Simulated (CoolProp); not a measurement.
A single-stage vapour-compression cycle with n-pentane: evaporating at 273.15 K (dew point), condensing at 336.15 K (bubble point), superheat 0 K, subcooling 0 K, compressor efficiency 0.75, no pressure losses. Each further row changes one setting.

Model: reference Helmholtz-energy equation of state, Thol 2019, in CoolProp.

```json
[
 {"case": "as stated", "cooling COP": "2.41", "pressure ratio": "9.56", "discharge temperature (K)": "336.2", "refrigerating effect (kJ/kg)": "237", "volumetric capacity (kJ/m³)": "187"},
 {"case": "evaporating temperature 278.15 K", "cooling COP": "2.74", "pressure ratio": "7.65", "discharge temperature (K)": "336.2", "refrigerating effect (kJ/kg)": "244", "volumetric capacity (kJ/m³)": "237"},
 {"case": "condensing temperature 331.15 K", "cooling COP": "2.71", "pressure ratio": "8.28", "discharge temperature (K)": "332.1", "refrigerating effect (kJ/kg)": "249", "volumetric capacity (kJ/m³)": "197"},
 {"case": "subcooling 5 K", "cooling COP": "2.54", "pressure ratio": "9.56", "discharge temperature (K)": "336.2", "refrigerating effect (kJ/kg)": "249", "volumetric capacity (kJ/m³)": "197"},
 {"case": "superheat 10 K", "cooling COP": "2.46", "pressure ratio": "9.56", "discharge temperature (K)": "346.8", "refrigerating effect (kJ/kg)": "253", "volumetric capacity (kJ/m³)": "192"},
 {"case": "compressor efficiency 0.65", "cooling COP": "2.09", "pressure ratio": "9.56", "discharge temperature (K)": "344.1", "refrigerating effect (kJ/kg)": "237", "volumetric capacity (kJ/m³)": "187"}
]
```

The compression ends wet for: evaporating temperature 278.15 K.
